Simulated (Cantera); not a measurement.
A closed system holds: 1 mol C2F6, 0.039 mol Si, held at 2127 °C and 1.33 mbar.

Equilibrium computed with Cantera from the NASA thermochemical tables; the gas is ideal and each condensed phase is pure. Candidate condensed phases: C, Si, SiC; 23 gas species. The feed counts by its element totals alone. The tables' values for SiF3 are old estimates; treat these amounts as uncertain. Gases not in the tables: C2F6 and larger saturated fluorocarbons. Equilibrium is a limit: real reactors are often held back by kinetics, nucleation or transport.

**Question.** What is the equilibrium state?

**Answer.** 
```
Property                              Value
--------------------------------  ---------
x(F)                                  0.780
x(CF2)                                0.191
x(CF)                                0.0185
x(SiF4)                             0.00784
x(CF4)                              0.00162
x(CF3)                              0.00116
x(SiF3)                            0.000102
x(C3)                               7.36e-5
x(C)                                2.98e-5
n(C(graphite))                    0.957 mol
gas amount                        4.911 mol
log10 activity of Si(l) (absent)     -14.09
```
